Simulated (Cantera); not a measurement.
Input: 1 mol MgO, 0.55 mol F2, 2 mol O2, at 37.0 mbar.

Cantera equilibrium calculation (NASA polynomials, part measured and part estimated; ideal gas, pure solids and liquids). Candidate condensed phases: Mg, MgF2, MgO; 14 gas species. Mutual solubility and eutectic melting of coexisting phases are not modelled. Rates play no part.

Question: At 1377 °C, list the 4 most abundant gas species with their mole fractions, and the condensed phases.

Answer: O2 0.984, MgF2 0.0159, O 0.000134, F 1.12e-5. Condensed: MgF2(l) + MgO(s).
